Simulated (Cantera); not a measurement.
An isothermal, constant-pressure homogeneous reactor starts with 22.4 % NO, 76.0 % N2, 1.63 % H2O, at 1850 K and 48000 Pa.

Detailed kinetics in Cantera: GRI-Mech 3.0 (53 species, 325 reactions).

Problem. Predict: x(NO) at 2.00 s; x(O) at 2.00 s; x(O2) at 2.00 s; x(N2O) at 2.00 s; x(N2) at 2.00 s.

Solution. 
- x(NO) at 2.00 s = 0.186 (gas-phase equilibrium 0.00374)
- x(O) at 2.00 s = 3.98e-5 (gas-phase equilibrium 9.28e-5)
- x(O2) at 2.00 s = 0.0188 (gas-phase equilibrium 0.110)
- x(N2O) at 2.00 s = 1.26e-5 (gas-phase equilibrium 1.55e-7)
- x(N2) at 2.00 s = 0.779 (gas-phase equilibrium 0.870)
